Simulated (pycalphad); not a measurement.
**Phase fractions of Si-5.22Sn (at.%)**

All values are pycalphad results on the COST 507 light-alloy database (1999) (1 atm), not direct measurements. These are 1990s assessments: newer ones move some temperatures and phases. Amounts are mole fractions of atoms.

| T (K) | liquid | diamond (Si) |
|---|---|---|
| 1690 | 1.000 | - |
| 1610 | 0.100 | 0.900 |
| 1530 | 0.066 | 0.934 |
| 1450 | 0.059 | 0.941 |
| 1370 | 0.056 | 0.944 |
| 1290 | 0.054 | 0.946 |
| 1210 | 0.053 | 0.947 |
| 1130 | 0.053 | 0.947 |
| 1050 | 0.052 | 0.948 |
| 970 | 0.052 | 0.948 |
| 890 | 0.052 | 0.948 |
| 810 | 0.052 | 0.948 |
| 730 | 0.052 | 0.948 |
| 650 | 0.052 | 0.948 |
| 570 | 0.052 | 0.948 |
